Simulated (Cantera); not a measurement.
## Equilibrium for chemical vapour transport: B + Cl2 + O2

Feed: 1 mol B, 0.075 mol Cl2, a varied amount of O2, equilibrated at 1025 °C and 750 Torr.

Equilibrium computed with Cantera from the NASA thermochemical tables; the gas is ideal and each condensed phase is pure. Candidate condensed phases: B, B2O3; 18 gas species. Mutual solubility and eutectic melting of coexisting phases are not modelled. The tables' values for BCl2, BOCl are old estimates; treat these amounts as uncertain. Rates play no part.

```json
[
 {"n(O2) (mol)": "0.065", "log p BCl3": "-0.12", "log p O2": "<-12", "log p Cl2": "-9.13", "log p B3O3Cl3": "-0.63", "log p Cl": "-6.48", "n B(s)": "0.863", "n B2O3(l)": "0.0317"},
 {"n(O2) (mol)": "0.19", "log p BCl3": "-0.12", "log p O2": "<-12", "log p Cl2": "-9.13", "log p B3O3Cl3": "-0.63", "log p Cl": "-6.48", "n B(s)": "0.697", "n B2O3(l)": "0.115"},
 {"n(O2) (mol)": "0.32", "log p BCl3": "-0.12", "log p O2": "<-12", "log p Cl2": "-9.13", "log p B3O3Cl3": "-0.63", "log p Cl": "-6.48", "n B(s)": "0.523", "n B2O3(l)": "0.202"},
 {"n(O2) (mol)": "0.45", "log p BCl3": "-0.12", "log p O2": "<-12", "log p Cl2": "-9.13", "log p B3O3Cl3": "-0.63", "log p Cl": "-6.48", "n B(s)": "0.350", "n B2O3(l)": "0.288"},
 {"n(O2) (mol)": "0.58", "log p BCl3": "-0.12", "log p O2": "<-12", "log p Cl2": "-9.13", "log p B3O3Cl3": "-0.63", "log p Cl": "-6.48", "n B(s)": "0.177", "n B2O3(l)": "0.375"},
 {"n(O2) (mol)": "0.71", "log p BCl3": "-0.12", "log p O2": "<-12", "log p Cl2": "-9.13", "log p B3O3Cl3": "-0.63", "log p Cl": "-6.48", "n B(s)": "0.00333", "n B2O3(l)": "0.462"},
 {"n(O2) (mol)": "0.84", "log p BCl3": "-5.96", "log p O2": "-0.27", "log p Cl2": "-0.35", "log p B3O3Cl3": "-6.47", "log p Cl": "-2.09", "n B(s)": "0", "n B2O3(l)": "0.500"},
 {"n(O2) (mol)": "0.97", "log p BCl3": "-6.44", "log p O2": "-0.13", "log p Cl2": "-0.60", "log p B3O3Cl3": "-6.96", "log p Cl": "-2.21", "n B(s)": "0", "n B2O3(l)": "0.500"}
]
```
log p: log10 of the partial pressure in bar; n: condensed amount in mol.

From 0.065 mol O2 to 0.71 mol O2 the condensed part is B(s) + B2O3(l). From 0.84 mol O2 to 0.97 mol O2 the condensed part is B2O3(l).
